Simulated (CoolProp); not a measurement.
A single-stage vapour-compression cycle with CH3F (R41): evaporating at 223.15 K (dew point), condensing at 283.15 K (bubble point), superheat 5 K, subcooling 5 K, compressor efficiency 0.75, no pressure losses. Each further row changes one setting.

Values from CoolProp's reference Helmholtz-energy equation of state, Lemmon 2006. It is a short technical equation, of lower accuracy than the large ones.

| case | cooling COP | pressure ratio | discharge temperature (K) | refrigerating effect (kJ/kg) | volumetric capacity (kJ/m³) |
|---|---|---|---|---|---|
| as stated | 2.00 | 6.82 | 382.5 | 322 | 2470 |
| evaporating temperature 228.15 K | ? | 5.59 | ? | 325 | ? |
| condensing temperature 278.15 K | ? | ? | ? | 335 | 2570 |
| subcooling 10 K | 2.09 | 6.82 | 382.5 | 335 | 2570 |
| superheat 15 K | 1.97 | 6.82 | ? | 335 | 2420 |
| compressor efficiency 0.65 | 1.74 | 6.82 | ? | 322 | 2470 |

Fill in the missing entries.


- evaporating temperature 228.15 K, cooling COP: 2.29
- evaporating temperature 228.15 K, discharge temperature (K): 371.1
- evaporating temperature 228.15 K, volumetric capacity (kJ/m³): 3010
- condensing temperature 278.15 K, cooling COP: 2.27
- condensing temperature 278.15 K, pressure ratio: 6.00
- condensing temperature 278.15 K, discharge temperature (K): 370.7
- superheat 15 K, discharge temperature (K): 398.3
- compressor efficiency 0.65, discharge temperature (K): 399.5
